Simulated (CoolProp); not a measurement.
A Linde-Hampson liquefier for dry air: isothermal reversible compression at 300 K from 1 atm to 20 MPa, throttling to 1 atm, return gas leaving the recuperator 2 K below the feed. Each further row changes one setting.

Model: reference Helmholtz-energy equation of state, Lemmon 2000, in CoolProp. It is a pseudo-pure fit of the blend.

```
case                        liquid yield per pass  compression work (kJ/kg of gas)
--------------------------  ---------------------  -------------------------------
as stated                                     [?]                              454
high pressure 40 MPa                        0.101                              520
warm-end temperature 330 K                    [?]                              [?]
warm-end gap 7 K                              [?]                              454
```

Question: What belongs in the gaps?

Answer: 
- as stated, liquid yield per pass: 0.076
- warm-end temperature 330 K, liquid yield per pass: 0.056
- warm-end temperature 330 K, compression work (kJ/kg of gas): 502
- warm-end gap 7 K, liquid yield per pass: 0.065
